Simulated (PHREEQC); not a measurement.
Make-up at 38 °C: 0.12 mol HF, 7e-05 mol KF and 0.0012 mol H3PO4 per kg of water. Closed to the air; pH follows from the charge balance.

Model: ion-association model, wateq4f.dat, run in PHREEQC.

This is a speciation only: nothing precipitates in the calculation.

Q: Order these F species by the share of F that they hold, largest first: H2F2, HF, F-, HF2-.

A: HF (71 %), H2F2 (20 %), F- (5.1 %), HF2- (3.7 %)

The pH is 2.09 and the ionic strength 0.00891 mol/kgw. wateq4f.dat counts part of the HF as a dimer, H2F2, which phreeqc.dat doesn't know; its constant is uncertain. H3PO4, which wateq4f.dat lacks, is added to it with the constant of phreeqc.dat. At this temperature some constants are extrapolated from 25 °C, and those without enthalpy data are left unchanged.
